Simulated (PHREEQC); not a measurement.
A PHREEQC speciation (ion-association model, wateq4f.dat) at 25 °C gives pH 1.29 and these molalities:

| species | mol/kgw |
|---|---|
| NH4+ | 0.129 |
| HSO4- | 0.0849 |
| H+ | 0.0651 |
| SO4-2 | 0.0444 |
| NH4SO4- | 0.0206 |

What are the element totals, and what could have been dissolved in 1 kg of water to give them?

Several could match; the one computed here: totals N(-3) 0.150, S(6) 0.150 mol/kgw, from 0.15 mol NH4HSO4 per kg of water.

Precipitation was switched off in this run.
